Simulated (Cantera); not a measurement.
SiCl4 + N2O (silicon oxide and oxynitride deposition)

A closed system holds: 1 mol SiCl4, 16 mol N2O, at 0.160 bar.

Equilibrium computed with Cantera from the NASA thermochemical tables; the gas is ideal and each condensed phase is pure. Candidate condensed phases: Si, SiO2, Si2N2O, Si3N4; 23 gas species. The tables hold silica as quartz up to 1696 K and as liquid above; real silica turns to tridymite and cristobalite and melts near 1996 K. Rates play no part.

```csv
T (K),x N2,x O2,x Cl,x Cl2,x NO,x ClO,x O,n SiO2(α-quartz),n SiO2(β-quartz),n SiO2(condensed)
725,0.640,0.280,9.70e-7,0.0800,5.03e-7,3.51e-8,<1e-12,1.00,0,0
875,0.640,0.280,3.26e-5,0.0800,6.77e-6,6.30e-7,2.72e-12,0,1.00,0
1025,0.640,0.280,0.000395,0.0798,4.26e-5,4.87e-6,4.36e-10,0,1.00,0
1175,0.639,0.280,0.00254,0.0786,0.000167,2.22e-5,1.93e-8,0,1.00,0
1325,0.636,0.278,0.0105,0.0743,0.000480,7.01e-5,3.63e-7,0,1.00,0
1475,0.630,0.275,0.0309,0.0632,0.00111,0.000165,3.76e-6,0,1.00,0
1625,0.618,0.269,0.0666,0.0439,0.00216,0.000293,2.53e-5,0,1.000,0
1775,0.604,0.263,0.106,0.0227,0.00374,0.000395,0.000123,0,0,1.000
```
x: gas mole fraction; n: condensed amount in mol.

At 725 K the condensed part is SiO2(α-quartz). From 875 K to 1625 K the condensed part is SiO2(β-quartz). At 1775 K the condensed part is SiO2(condensed).
